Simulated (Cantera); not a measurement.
Hydrocarbon pyrolysis for carbon deposition

An isothermal, constant-pressure homogeneous reactor starts with C₂H₆ : H₂ = 1 : 1.7 (molar parts), at 1448 K and 0.133 bar.

Cantera simulation using GRI-Mech 3.0 (53 species, 325 reactions); the numbers are that mechanism's predictions, not measurements. GRI-Mech 3.0 stops at C3 and has no aromatics, soot or wall deposition, so with more carbon than oxygen in the feed, carbon stays in small species such as C2H2 where larger ones or solid carbon would form.

```csv
t (s),x C₂H₆,x H₂,x C₂H,x CH₄,x H,x CH₃,x C₂H₄
3.00e-6,0.370,0.630,<1e-12,3.98e-5,6.67e-6,0.000279,5.50e-6
1.19e-5,0.369,0.629,<1e-12,0.000496,3.76e-5,0.000784,0.000316
4.75e-5,0.352,0.630,3.44e-12,0.00507,0.000143,0.00212,0.00855
0.000189,0.250,0.632,4.71e-10,0.0443,0.000229,0.00368,0.0650
0.000754,0.0642,0.631,6.67e-9,0.132,0.000236,0.00204,0.156
0.00300,0.00323,0.643,8.98e-9,0.156,8.84e-5,0.000439,0.149
0.0119,0.000211,0.655,4.14e-9,0.152,2.52e-5,0.000117,0.113
0.0475,7.28e-5,0.669,4.12e-9,0.146,1.74e-5,7.61e-5,0.0678
0.189,3.31e-5,0.685,5.04e-9,0.138,1.60e-5,6.51e-5,0.0167
0.754,2.52e-5,0.690,5.19e-9,0.133,1.58e-5,6.14e-5,0.00775
3.00,2.22e-5,0.700,5.48e-9,0.120,1.65e-5,5.69e-5,0.00797
```
x: mole fraction; the columns are a selection and need not sum to one.

Equilibrium at this temperature and pressure: C₂H₆ 1.17e-5, H₂ 0.745, C₂H 7.52e-9, CH₄ 0.0565, H 2.19e-5, CH₃ 3.35e-5, C₂H₄ 0.00909 (gas phase only).
